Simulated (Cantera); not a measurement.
Source: NASA polynomial tables (part measured, part estimated), evaluated in Cantera. Values are per mole of reaction as written; species without (g) are pure solids or liquids, kept so even where they would boil at 1 bar.

2 HI(g) + 2 PbO = 2 Pb + 2 OH(g) + I2, with ΔH° = 464.8 kJ and ΔS° = 67.5 J/K at 300 K.

**Question.** How far is the shortcut ΔG° ≈ ΔH°(300 K) − T·ΔS°(300 K) from the full temperature-dependent value at 400, 425, 450, 475, 500 K?

**Answer.** 
| T (K) | shortcut (kJ) | full (kJ) | difference (kJ) | difference in log10 K | condensed phases |
|---|---|---|---|---|---|
| 400 | 437.8 | 437.0 | 0.8 | -0.10 | PbO(red), Pb(s), I2(l) |
| 425 | 436.1 | 434.2 | 2.0 | -0.24 | PbO(red), Pb(s), I2(l) |
| 450 | 434.5 | 431.3 | 3.2 | -0.37 | PbO(red), Pb(s), I2(l) |
| 475 | 432.8 | 428.3 | 4.5 | -0.49 | PbO(red), Pb(s), I2(l) |
| 500 | 431.1 | 425.3 | 5.8 | -0.60 | PbO(red), Pb(s), I2(l) |
The shortcut ignores heat capacities and the phase changes listed.
